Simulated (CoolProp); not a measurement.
Vapour-liquid equilibrium of CH2F2 (R32) (1) + R1234yf (2) at -36.35 °C; x and y are mole fractions of (1).

Values from CoolProp's multi-fluid Helmholtz-energy mixture model, Tillner-Roth 1997 and Lemmon 2022; pair parameters Bell 2023.

| x | bubble pressure (MPa) | y at the bubble point | dew pressure at overall composition x (MPa) | liquid density (mol/L) |
|---|---|---|---|---|
| 0.05 | 0.08670 | 0.183 | 0.07716 | 11.52 |
| 0.15 | 0.1103 | 0.416 | 0.08414 | 12.11 |
| 0.25 | [?] | 0.556 | 0.09245 | 12.77 |
| 0.35 | 0.1483 | 0.648 | 0.1025 | 13.53 |
| 0.45 | 0.1626 | 0.714 | 0.1148 | 14.39 |
| 0.55 | 0.1744 | 0.766 | 0.1300 | 15.39 |
| 0.65 | 0.1843 | 0.811 | 0.1488 | 16.54 |
| 0.75 | 0.1927 | 0.855 | 0.1708 | [?] |
| 0.85 | 0.2001 | 0.903 | 0.1918 | 19.48 |
| 0.95 | 0.2063 | [?] | 0.2053 | 21.39 |

Q: What belongs in the gaps?

A: 
- 0.25, bubble pressure (MPa): 0.1309
- 0.75, liquid density (mol/L): 17.89
- 0.95, y at the bubble point: 0.963

No azeotrope shows between x = 0.05 and 0.95.

Pair parameters are fitted to limited data, so mixtures are less certain than the pure fluids.
